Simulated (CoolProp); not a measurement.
Vapour pressure (bar) of fluorine: the reference equation beside estimates from Tc = -128.7 °C, pc = 52.40 bar, ω = 0.045.

Values from CoolProp's reference Helmholtz-energy equation of state, de Reuck 1990.

| T (°C) | reference | van der Waals | Peng-Robinson |
|---|---|---|---|
| -188.65 | [?] | 3.931 | 0.9951 |
| -185.25 | 1.390 | 4.942 | 1.441 |
| -181.85 | 1.969 | 6.116 | 2.027 |
| -178.35 | 2.739 | 7.506 | [?] |
| -174.95 | 3.686 | 9.043 | 3.757 |
| -171.55 | 4.855 | 10.78 | 4.932 |
| -168.05 | 6.324 | 12.77 | 6.407 |
| -164.65 | [?] | [?] | 8.129 |
| -161.25 | 10.06 | 17.30 | 10.17 |
| -157.75 | 12.51 | 19.98 | 12.63 |
| -154.35 | 15.27 | 22.82 | 15.41 |
| -150.95 | 18.44 | 25.91 | 18.61 |
| -147.45 | 22.18 | 29.34 | 22.38 |
| -144.05 | 26.30 | 32.94 | 26.54 |

### Question
Fill in the missing entries.

### Answer

- -188.65, reference: 0.9524
- -178.35, Peng-Robinson: 2.805
- -164.65, reference: 8.037
- -164.65, van der Waals: 14.93

Absolute difference from the reference over all 14 rows, mean and median: van der Waals 120.5 and 93.8 %, Peng-Robinson 1.8 and 1.2 %.
